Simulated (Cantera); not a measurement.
A freely propagating, adiabatic, planar premixed flame of H2 : O2 : N2 = 1 : 0.5 : 1.88 (molar parts), equivalence ratio 1.0, unburnt at 375 K and 105 Torr; mixture-averaged transport, grid criteria slope 0.08 and curve 0.16, no radiation.

Cantera simulation using the H2/O2 subset of GRI-Mech 3.0, which has no nitrogen chemistry; the numbers are that mechanism's predictions, not measurements. Burning velocities carry a grid error of a few per cent, more on coarse grids.

Problem. What does this change do: O2 0.5 to 0.65 parts?

Solution. 
| quantity | before | after |
|---|---|---|
| laminar burning velocity | 278 cm/s | 288 cm/s |
| thermal thickness | 5.29 mm | 4.70 mm |
| peak x(O) | 0.0130 | 0.0191 |
| peak x(H2O2) | 2.46e-5 | 2.71e-5 |
| peak x(H) | 0.0757 | 0.0657 |
